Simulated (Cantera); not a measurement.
A Cantera script and what it prints.

```python
import numpy as np
import cantera as ct

gas_names = """
    B BH BH2 BH3 B2 H H2
""".split()
cond_names = """
    B(b) B(L)
""".split()


def load(file, names, dense=False):
    # The tables refer to 1 bar. Condensed volumes are neglected.
    table = {s.name: s for s in ct.Species.list_from_file(file)}
    out = []
    for n in names:
        d = dict(table[n].input_data)
        d["thermo"] = dict(d["thermo"], **{"reference-pressure": 1e5})
        if dense:
            d["equation-of-state"] = {"model": "constant-volume", "density": "1e6 g/cm^3"}
        out.append(ct.Species.from_dict(d))
    return out


gas = ct.Solution(thermo="ideal-gas", species=load("nasa_gas.yaml", gas_names))
cond = {s.name: ct.Solution(thermo="fixed-stoichiometry", species=[s], name=s.name)
        for s in load("nasa_condensed.yaml", cond_names, dense=True)}
atoms = {
    'B': {'B': 1},
    'H2': {'H': 2},
}
top_T = {}  # K; cautious upper limits of use, not melting points


def equilibrate(T, P, feed):
    n = {}
    for name, mol in feed.items():
        for a, k in atoms[name].items():
            n[a] = n.get(a, 0.0) + k * mol
    gas.TPX = T, P, n
    mass = sum(n.values()) * gas.mean_molecular_weight
    gas.equilibrate("TP")
    valid = [c for c in cond.values() if c.min_temp <= T <= top_T.get(c.name, c.max_temp)]
    mix = ct.Mixture([(gas, mass / gas.mean_molecular_weight)] + [(c, 0.0) for c in valid])
    mix.T, mix.P = T, P
    mix.equilibrate("TP", solver="vcs", rtol=1e-11, max_steps=5000)
    return mix


results = []
feed = {'B': 1, 'H2': 11}  # mol
T = 1950  # K
P = 350  # Pa
mix = equilibrate(T, P, feed)
results.append((T, P, feed, dict(zip(mix.species_names, mix.species_moles))))
print(gas.report(threshold=1e-06))
for i in range(1, mix.n_phases):
    print(f"{mix.phase(i).name:16s} {mix.phase_moles(i):12.5e} mol")
```

It prints:

```
       temperature   1950 K
          pressure   350 Pa
           density   4.3186e-05 kg/m^3
  mean mol. weight   2.0005 kg/kmol
   phase of matter   gas

                          1 kg             1 kmol
                     ---------------   ---------------
          enthalpy        2.7606e+07        5.5227e+07  J
   internal energy        1.9502e+07        3.9014e+07  J
           entropy        1.1737e+05        2.3481e+05  J/K
    Gibbs function       -2.0127e+08       -4.0266e+08  J
 heat capacity c_p             16885             33780  J/K
 heat capacity c_v             12729             25465  J/K

                      mass frac. Y      mole frac. X     chem. pot. / RT
                     ---------------   ---------------   ---------------
                 B        8.7611e-05        1.6214e-05           -3.1771
                BH        1.5519e-05        2.6271e-06           -15.714
               BH2          0.002191        0.00034175           -28.252
               BH3        1.2463e-05        1.8023e-06           -40.789
                 H         0.0096671          0.019186           -12.537
                H2           0.98803           0.98045           -25.075
     [   +1 minor]        1.1965e-09        1.1071e-10

B(b)              9.95975e-01 mol
```

Equilibrium computed with Cantera from the NASA thermochemical tables; the gas is ideal and each condensed phase is pure. The tables' values for BH2 are old estimates; treat these amounts as uncertain.
